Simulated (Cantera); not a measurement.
An isothermal, constant-pressure homogeneous reactor starts with 47.5 % CH4, 52.3 % H2O, 0.214 % N2, at 1673 K and 750 Torr.

Model: GRI-Mech 3.0 (53 species, 325 reactions), integrated in Cantera.

Q: Predict: x(CH4) at 60.0 s; x(H2O) at 60.0 s; x(CH2CO) at 60.0 s; x(H) at 60.0 s; x(OH) at 60.0 s.

A: 
| Property | Result |
|---|---|
| x(CH4) at 60.0 s | 0.00155 (gas-phase equilibrium 2.87e-6) |
| x(H2O) at 60.0 s | 0.0240 (gas-phase equilibrium 0.0222) |
| x(CH2CO) at 60.0 s | 4.00e-8 (gas-phase equilibrium 6.16e-11) |
| x(H) at 60.0 s | 9.80e-5 (gas-phase equilibrium 9.82e-5) |
| x(OH) at 60.0 s | 1.55e-7 (gas-phase equilibrium 1.43e-7) |
